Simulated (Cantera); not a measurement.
Input (Python, Cantera):

```python
import numpy as np
import cantera as ct

gas = ct.Solution("gri30.yaml")


def delay(T, t_max=10):
    gas.TPX = T, 280000, {'CH4': 1, 'O2': 1.33, 'N2': 5.01}
    reactor = ct.IdealGasConstPressureReactor(gas, clone=False)
    net = ct.ReactorNet([reactor])
    net.rtol, net.atol = 1e-8, 1e-16
    while net.time < t_max:
        t_old, T_old = net.time, reactor.T
        net.step()
        if reactor.T > T + 400:  # ignition: a rise of 400 K
            return t_old + (T + 400 - T_old) / (reactor.T - T_old) * (net.time - t_old)
    return np.nan


taus = []
for T in [1298, 1373, 1448, 1523, 1598, 1673, 1748]:
    taus.append(delay(T))
    print(f"T0 = {T:6g} K   tau = {taus[-1]:.4e} s")
```

It prints:

```
T0 =   1298 K   tau = 6.3358e-03 s
T0 =   1373 K   tau = 2.5872e-03 s
T0 =   1448 K   tau = 1.1147e-03 s
T0 =   1523 K   tau = 5.0707e-04 s
T0 =   1598 K   tau = 2.4503e-04 s
T0 =   1673 K   tau = 1.2662e-04 s
T0 =   1748 K   tau = 7.0127e-05 s
```

Computed with Cantera and GRI-Mech 3.0 (53 species, 325 reactions).
